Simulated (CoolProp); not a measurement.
Vapour-liquid equilibrium of neopentane (1) + n-pentane (2) at 285.7 K; x and y are mole fractions of (1).

Computed with CoolProp (multi-fluid Helmholtz-energy mixture model, Lemmon 2006 and Thol 2019; pair parameters Bell 2016).

```
x     bubble pressure, mixture model (MPa)  bubble pressure, Raoult's law (MPa)  y, mixture model  y, Raoult's law
----  ------------------------------------  -----------------------------------  ----------------  ---------------
0.05                               0.04574                              0.04560             0.124            0.124
0.2                                0.05667                              0.05624             0.400            0.402
0.35                               0.06743                              0.06687             0.586            0.591
0.5                                0.07804                              0.07750             0.722            0.729
0.65                               0.08853                              0.08813             0.826            0.833
0.8                                0.09897                              0.09876             0.909            0.915
0.95                                0.1094                               0.1094             0.979            0.981
```

The largest gap from Raoult's law is +0.8 % in bubble pressure, at x = 0.35. No azeotrope shows between x = 0.05 and 0.95.

Pair parameters are fitted to limited data, so mixtures are less certain than the pure fluids.
